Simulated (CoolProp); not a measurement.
Ethylbenzene along the isotherm 560.9 K: fugacity coefficient from the reference equation and from simpler models built on Tc = 617.1 K, pc = 3.622 MPa, ω = 0.304; each cubic takes its own stable root.

Values from CoolProp's reference Helmholtz-energy equation of state, Zhou 2012.

| p (MPa) | phase | reference |
|---|---|---|
| 1.65 | gas | 0.7786 |
| 3.29 | liquid | 0.4352 |
| 4.94 | liquid | 0.3090 |
| 6.59 | liquid | 0.2466 |
| 8.23 | liquid | 0.2100 |
| 9.88 | liquid | 0.1859 |
| 11.5 | liquid | 0.1694 |
| 13.2 | liquid | 0.1569 |
| 14.8 | liquid | 0.1482 |
| 16.5 | liquid | 0.1412 |
| 18.1 | liquid | 0.1362 |

Task: How far does each simpler model (van der Waals, Peng-Robinson) lie from the reference over these 11 states: mean and median of the absolute difference, and the worst?

Result: 
- van der Waals: mean 53.5 %, median 55.8 %, worst +81.1 % at 560.9 K and 18.1 MPa
- Peng-Robinson: mean 1.4 %, median 1.7 %, worst +1.8 % at 560.9 K and 14.8 MPa
